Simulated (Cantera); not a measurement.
Thermodynamics of sublimation and decomposition of ceramics, feed Si3N4 + Si + H2

Input: 1 mol Si3N4, 0.0026 mol Si, 0.17 mol H2, equilibrated at 2850 K and 100000 Pa.

These are equilibrium values from Cantera (NASA tables, ideal gas, pure condensed phases), not measurements of a reactor. Candidate condensed phases: Si, Si3N4; 18 gas species. The tables' values for SiN are old estimates; treat these amounts as uncertain. Gases not in the tables: Si2H6 and higher silanes. The numbers say what is thermodynamically allowed, not how fast it happens.

```
Quantity        Value
----------  ---------
x(N2)           0.860
x(H2)          0.0602
x(Si)          0.0470
x(H)           0.0239
x(SiN)        0.00277
x(Si2N)       0.00198
x(Si2)        0.00196
x(SiH)        0.00191
x(Si3)       0.000300
n(Si(l))     2.86 mol
gas amount  2.320 mol
```
